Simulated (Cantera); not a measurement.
Feed: 1 mol SiHCl3, 6.1 mol H2, held at 1623 K and 0.0170 bar.

Equilibrium computed with Cantera from the NASA thermochemical tables; the gas is ideal and each condensed phase is pure. Candidate condensed phases: Si; 19 gas species. The tables' values for SiCl3, SiCl are old estimates; treat these amounts as uncertain. Equilibrium is a limit: real reactors are often held back by kinetics, nucleation or transport.

Base state: H2 0.741, HCl 0.150, SiCl2 0.106, SiCl3 0.00288, H 0.000456, SiCl4 0.000183, SiHCl3 0.000140, Cl 7.26e-5 (mole fractions); condensed: Si(s).

**Question.** What changes in the equilibrium state with this change: H2 from 6.1 to 46 mol?

**Answer.** 
```
species       before    after
----------  --------  -------
H2             0.741    0.945
HCl            0.150   0.0463
SiCl2          0.106  0.00795
SiCl4       0.000183  1.04e-6
SiCl3        0.00288  5.94e-5
SiHCl3      0.000140  3.27e-6
SiH2Cl2      1.82e-5  1.74e-6
SiCl         5.78e-5  1.58e-5
Si(s), mol     0.119    0.613
```

**Question.** What changes in the equilibrium state with this change: H2 from 6.1 to 280 mol?

**Answer.** 
| species | before | after |
|---|---|---|
| H2 | 0.741 | 0.989 |
| HCl | 0.150 | 0.00993 |
| H | 0.000456 | 0.000527 |
| SiCl2 | 0.106 | 0.000349 |
| SiCl4 | 0.000183 | 1.99e-9 |
| SiCl3 | 0.00288 | 5.45e-7 |
| SiHCl3 | 0.000140 | 3.07e-8 |
| SiH2Cl2 | 1.82e-5 | 8.00e-8 |
| Si(s), mol | 0.119 | 0.895 |

**Question.** What changes in the equilibrium state with this change: temperature from 1623 K to 1325 K?

**Answer.** 
```tsv
species	before	after
H2	0.741	0.762
HCl	0.150	0.139
SiCl2	0.106	0.0692
SiCl4	0.000183	0.0130
SiCl3	0.00288	0.0129
SiCl	5.78e-5	4.53e-7
Cl	7.26e-5	1.67e-6
H	0.000456	1.10e-5
Si(s), mol	0.119	0.217
```
The tables' values for SiCl3 are old estimates; treat these amounts as uncertain.
